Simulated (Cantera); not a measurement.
An isothermal, constant-pressure homogeneous reactor starts with CO : O2 : H2O : N2 = 0.029 : 0.026 : 0.011 : 1 (molar parts), at 975 K and 760 Torr.

Model: GRI-Mech 3.0 (53 species, 325 reactions), integrated in Cantera.

One state of this run: x CO = 0.000123; x O2 = 0.0110; x H2O = 0.0105; x H = 9.90e-10; x HO2 = 3.55e-7; x N2O = 4.58e-7. x: mole fraction; the columns are a selection and need not sum to one.

Question: Which value of t (s) does it belong to?
A. 0.0632
B. 0.000632
C. 6.32
D. 20.0

Answer: D, 20.0
